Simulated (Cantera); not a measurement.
What does this Cantera script print?

```python
import numpy as np
import cantera as ct

gas = ct.Solution("gri30.yaml")
gas.TPX = 500, 1200000, {'CH4': 1, 'CO': 0.14, 'O2': 3.7, 'N2': 13.9}
inlet = ct.Reservoir(gas, clone=True)
gas.equilibrate("HP")  # start burning
reactor = ct.IdealGasConstPressureReactor(gas, energy="on", clone=False)
exhaust = ct.Reservoir(gas, clone=True)
tau = [0.16, 0.072, 0.031, 0.014, 0.0059, 0.0026, 0.0011, 0.00049, 0.00021, 9.3e-05, 4.1e-05][0]
for a, b in ((inlet, reactor), (reactor, exhaust)):
    ct.MassFlowController(a, b, mdot=lambda t: reactor.mass / tau)
net = ct.ReactorNet([reactor])
show = ['CH4', 'CO', 'O2', 'HO2', 'NO', 'C2H2', 'H']

rows = []
print(f"{'tau/s':>10s}{'T/K':>9s}" + "".join(f"{s:>11s}" for s in show))
for tau in [0.16, 0.072, 0.031, 0.014, 0.0059, 0.0026, 0.0011, 0.00049, 0.00021, 9.3e-05, 4.1e-05]:
    net.initial_time = 0.0
    net.advance(30 * tau)
    before = gas.X
    net.advance(40 * tau)
    drift = np.max(np.abs(gas.X - before) / (gas.X + 1e-9))
    rows.append([gas.T, *gas[show].X, drift])
    print(f"{tau:10.3e}{gas.T:9.1f}" + "".join(f"{x:11.3e}" for x in gas[show].X))
```

Result:

```
     tau/s      T/K        CH4         CO         O2        HO2         NO       C2H2          H
 1.600e-01   1763.5  2.879e-06  4.676e-05  8.725e-02  1.200e-06  1.436e-05  4.931e-10  2.555e-07
 7.200e-02   1763.0  5.819e-06  8.724e-05  8.727e-02  1.469e-06  8.409e-06  1.827e-09  3.766e-07
 3.100e-02   1762.1  1.164e-05  1.703e-04  8.732e-02  2.053e-06  5.572e-06  6.162e-09  6.570e-07
 1.400e-02   1760.4  2.157e-05  3.172e-04  8.740e-02  3.136e-06  4.358e-06  1.667e-08  1.226e-06
 5.900e-03   1757.2  4.136e-05  6.195e-04  8.757e-02  5.419e-06  3.737e-06  4.324e-08  2.568e-06
 2.600e-03   1751.5  7.700e-05  1.174e-03  8.789e-02  9.626e-06  3.360e-06  9.863e-08  5.306e-06
 1.100e-03   1739.8  1.539e-04  2.361e-03  8.862e-02  1.852e-05  2.824e-06  2.290e-07  1.136e-05
 4.900e-04   1714.6  3.360e-04  4.965e-03  9.029e-02  3.769e-05  1.920e-06  5.717e-07  2.238e-05
 2.100e-04    500.0  5.336e-02  7.471e-03  1.974e-01 -6.627e-20 -7.896e-23 -4.152e-20  7.200e-25
 9.300e-05    500.0  5.336e-02  7.471e-03  1.974e-01  1.561e-20 -1.510e-25 -7.939e-23  6.208e-25
 4.100e-05    500.0  5.336e-02  7.471e-03  1.974e-01  6.457e-21 -9.539e-27 -5.015e-24  4.755e-25
```

Computed with Cantera and GRI-Mech 3.0 (53 species, 325 reactions). The pressure lies above the range GRI-Mech 3.0 was tuned for (to about 10 atm).
